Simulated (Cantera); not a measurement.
Input: 1 mol TEOS, 8.2 mol O2, at 1098.15 K and 75.0 Torr.

Cantera equilibrium calculation (NASA polynomials, part measured and part estimated; ideal gas, pure solids and liquids). Candidate condensed phases: C, C6H6, C7H8, C8H18, H2O, Si, SiC, SiO2; 123 gas species. The feed counts by its element totals alone. Equilibrium is a limit: real reactors are often held back by kinetics, nucleation or transport.

Base state: H2O 0.321, CO2 0.256, H2 0.234, CO 0.188 (mole fractions); condensed: SiO2(β-quartz).

What changes in the equilibrium state with this change: temperature from 1098.15 K to 923.15 K?


```csv
species,before,after
CO2,0.256,0.299
H2O,0.321,0.279
H2,0.234,0.277
CO,0.188,0.145
CH4,2.51e-7,3.95e-5
"SiO2(β-quartz), mol",1.00,1.00
```
